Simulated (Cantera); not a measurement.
A closed system holds: 1 mol PbO, 0.58 mol CH4, 7.1 mol H2, held at 1000 °C and 0.0100 bar.

Method: chemical equilibrium by Gibbs-energy minimisation in Cantera with the NASA 1993 tables (ideal gas, pure condensed phases). Candidate condensed phases: C, C6H6, C7H8, C8H18, H2O, Pb, PbO, PbO2, Pb3O4; 113 gas species. Rates play no part.

Base state: H2 0.799, Pb 0.102, CO 0.0572, H2O 0.0409, CO2 0.00177 (mole fractions); condensed: gas only.

Task: What changes in the equilibrium state with this change: pressure from 0.0100 bar to 0.410 bar?

Result: 
```csv
species,before,after
H2,0.799,0.885
CO,0.0572,0.0633
H2O,0.0409,0.0454
Pb,0.102,0.00448
CH4,7.95e-9,1.82e-5
CO2,0.00177,0.00196
"Pb(l), mol",0,0.960
```
